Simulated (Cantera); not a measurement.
Input: 1 mol CuO, 0.93 mol CH₄, 0.29 mol H₂, equilibrated at 1.28 Torr.

Cantera equilibrium calculation (NASA polynomials, part measured and part estimated; ideal gas, pure solids and liquids). Candidate condensed phases: C, C₆H₆, C₇H₈, C₈H₁₈, Cu, CuO, Cu(OH)₂, Cu₂O, H₂O; 113 gas species. Rates play no part.

**Question.** Which condensed phases are stable at each of these points (T (°C)): 1052, 1152, 1252, 1352, 1452, 1552, 1652, 1752?

**Answer.** 
```csv
T (°C),condensed phases,Cu condensed (%)
1052,Cu(s),99.9
1152,Cu(l),99.6
1252,Cu(l),97.7
1352,Cu(l),89.3
1452,Cu(l),54.3
1552,gas only,0.0
1652,gas only,0.0
1752,gas only,0.0
```

At 1052 °C the condensed part is Cu(s). From 1152 °C to 1452 °C the condensed part is Cu(l). From 1552 °C to 1752 °C nothing is condensed.
